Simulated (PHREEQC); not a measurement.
Solution (25 °C): 0.0001 mol Ca(OH)2 and 0.14 mol K2HPO4 per kg of water. Closed to the air; pH follows from the charge balance.

Computed with PHREEQC (ion-association model, phreeqc.dat).

**Question.** The ionic strength comes out as 0.392 mol/kgw. What activity coefficients do Ca+2, CaPO4-, PO4-3, KHPO4-, OH- get?

**Answer.** Ca+2 0.27, CaPO4- 0.71, PO4-3 0.026, KHPO4- 0.71, OH- 0.65.

No solid was allowed to form. Examples of supersaturated solids here: Hydroxyapatite. Others may be too.
